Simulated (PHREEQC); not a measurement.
Nickel, zinc or cadmium bath: speciation

Dissolve 0.0098 mol CdSO4, 0.00051 mol Na2SO4 and 0.053 mol MnSO4 per kg of water at 25 °C. It is in equilibrium with CO2 at log p = -3.4 (atm). Otherwise closed; pH follows from the charge balance.

The numbers come from PHREEQC with the ion-association model, phreeqc.dat.

| Item | Value |
|---|---|
| pH | 5.60 |
| ionic strength | 0.142 mol/kgw |
| density | 1.007 g/cm³ |

| species | molality | activity | log γ |
|---|---|---|---|
| SO4-2 | 0.0340 | 0.0112 | -0.481 |
| Mn+2 | 0.0312 | 0.0113 | -0.441 |
| MnSO4 | 0.0218 | 0.0226 | 0.014 |
| CdSO4 | 0.00422 | 0.00436 | 0.014 |
| Cd+2 | 0.00398 | 0.00135 | -0.471 |
| Cd(SO4)2-2 | 0.00159 | 0.000538 | -0.471 |

This is a speciation only: nothing precipitates in the calculation.
